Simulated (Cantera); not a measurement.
A closed system holds: 1 mol TiO2, 0.81 mol C, 0.099 mol CO, held at 1800 K and 5.20 bar.

Equilibrium computed with Cantera from the NASA thermochemical tables; the gas is ideal and each condensed phase is pure. Candidate condensed phases: C, Ti, TiC, TiO, TiO2, Ti2O3, Ti3O5, Ti4O7; 15 gas species. Mutual solubility and eutectic melting of coexisting phases are not modelled. TiC: taken at fixed stoichiometry. Kinetics and transport are ignored.

Question: What is the equilibrium state?

Answer: x(CO): 1.000
x(CO2): 0.000491
n(TiC(s)): 0.179 mol
n(Ti3O5(s)): 0.274 mol
gas amount: 0.7301 mol
log10 activity of Ti2O3(s) (absent): -0.02
log10 activity of C(graphite) (absent): -0.10
log10 activity of Ti4O7(s) (absent): -0.44
